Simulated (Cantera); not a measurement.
## Stirred combustor or abatement burner

A perfectly stirred reactor is fed with CO : H₂ : O₂ : N₂ = 1 : 0.079 : 0.49 : 1.84 (molar parts), equivalence ratio 1.1, at 67000 Pa; it is adiabatic with a 648 K inlet, and is followed from long to short residence time, starting on the burning branch (τ in s: 0.12, 0.038, 0.012, 0.0041, 0.0013, 0.00043, 0.00014, 4.6e-05, 1.5e-05, 4.8e-06).

Detailed kinetics in Cantera: GRI-Mech 3.0 (53 species, 325 reactions).

```csv
τ (s),T (K),x CO,x H₂,x O₂,x H,x OH
0.12,2475,0.0846,0.00124,0.0215,0.00123,0.00442
0.038,2423,0.0911,0.00137,0.0250,0.00162,0.00482
0.012,2297,0.105,0.00168,0.0324,0.00287,0.00549
0.0041,2123,0.122,0.00210,0.0402,0.00556,0.00581
0.0013,1907,0.138,0.00247,0.0470,0.0108,0.00533
0.00043,1675,0.154,0.00252,0.0537,0.0177,0.00400
0.00014,1342,0.203,0.00303,0.0824,0.0154,0.00200
4.6e-5,648,0.293,0.0232,0.144,<1e-12,<1e-12
1.5e-5,648,0.293,0.0232,0.144,<1e-12,<1e-12
4.8e-6,648,0.293,0.0232,0.144,<1e-12,<1e-12
```
x: mole fraction; the columns are a selection and need not sum to one.
